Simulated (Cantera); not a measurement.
An isothermal, constant-pressure homogeneous reactor starts with CH₄ : N₂ = 1 : 52 (molar parts), at 1973 K and 10.00 Torr. Integrator tolerance rtol = 1e-08.

Detailed kinetics in Cantera: GRI-Mech 3.0 (53 species, 325 reactions). GRI-Mech 3.0 stops at C3 and has no aromatics, soot or wall deposition, so with more carbon than oxygen in the feed, carbon stays in small species such as C2H2 where larger ones or solid carbon would form. Radical loss at walls, strong at low pressure, is not modelled.

What does this change do: N2 52 to 38 parts?


```json
[
 {"quantity": "x(CH₄) at 20.0 s", "before": "1.29e-8 (gas-phase equilibrium 2.72e-8)", "after": "2.43e-8 (gas-phase equilibrium 5.70e-8)"},
 {"quantity": "x(HCN) at 20.0 s", "before": "0.000175 (gas-phase equilibrium 0.0171)", "after": "0.000179 (gas-phase equilibrium 0.0226)"},
 {"quantity": "x(C₂H₆) at 20.0 s", "before": "<1e-12 (gas-phase equilibrium <1e-12)", "after": "<1e-12 (gas-phase equilibrium <1e-12)"},
 {"quantity": "x(CH₂) at 20.0 s", "before": "1.64e-9 (gas-phase equilibrium 3.54e-9)", "after": "2.32e-9 (gas-phase equilibrium 5.47e-9)"},
 {"quantity": "x(CH₃) at 20.0 s", "before": "1.82e-8 (gas-phase equilibrium 3.86e-8)", "after": "2.96e-8 (gas-phase equilibrium 6.96e-8)"},
 {"quantity": "x(C₂H₂) at 20.0 s", "before": "0.00915 (gas-phase equilibrium 0.000671)", "after": "0.0124 (gas-phase equilibrium 0.00118)"}
]
```

What does this change do: temperature 1973 to 1100 K?


```json
[
 {"quantity": "x(CH₄) at 20.0 s", "before": "1.29e-8 (gas-phase equilibrium 2.72e-8)", "after": "0.0189 (gas-phase equilibrium 0.000801)"},
 {"quantity": "x(HCN) at 20.0 s", "before": "0.000175 (gas-phase equilibrium 0.0171)", "after": "<1e-12 (gas-phase equilibrium 0.0135)"},
 {"quantity": "x(C₂H₆) at 20.0 s", "before": "<1e-12 (gas-phase equilibrium <1e-12)", "after": "1.38e-9 (gas-phase equilibrium 9.51e-9)"},
 {"quantity": "x(CH₂) at 20.0 s", "before": "1.64e-9 (gas-phase equilibrium 3.54e-9)", "after": "<1e-12 (gas-phase equilibrium <1e-12)"},
 {"quantity": "x(CH₃) at 20.0 s", "before": "1.82e-8 (gas-phase equilibrium 3.86e-8)", "after": "3.62e-8 (gas-phase equilibrium 2.03e-8)"},
 {"quantity": "x(C₂H₂) at 20.0 s", "before": "0.00915 (gas-phase equilibrium 0.000671)", "after": "<1e-12 (gas-phase equilibrium 0.00205)"}
]
```

What does this change do: pressure from 10.00 Torr to 315 Torr?


```tsv
quantity	before	after
x(CH₄) at 20.0 s	1.29e-8 (gas-phase equilibrium 2.72e-8)	1.16e-6 (gas-phase equilibrium 8.96e-7)
x(HCN) at 20.0 s	0.000175 (gas-phase equilibrium 0.0171)	0.000245 (gas-phase equilibrium 0.0172)
x(C₂H₆) at 20.0 s	<1e-12 (gas-phase equilibrium <1e-12)	1.66e-12 (gas-phase equilibrium <1e-12)
x(CH₂) at 20.0 s	1.64e-9 (gas-phase equilibrium 3.54e-9)	4.66e-9 (gas-phase equilibrium 3.59e-9)
x(CH₃) at 20.0 s	1.82e-8 (gas-phase equilibrium 3.86e-8)	2.90e-7 (gas-phase equilibrium 2.24e-7)
x(C₂H₂) at 20.0 s	0.00915 (gas-phase equilibrium 0.000671)	0.00913 (gas-phase equilibrium 0.000673)
```
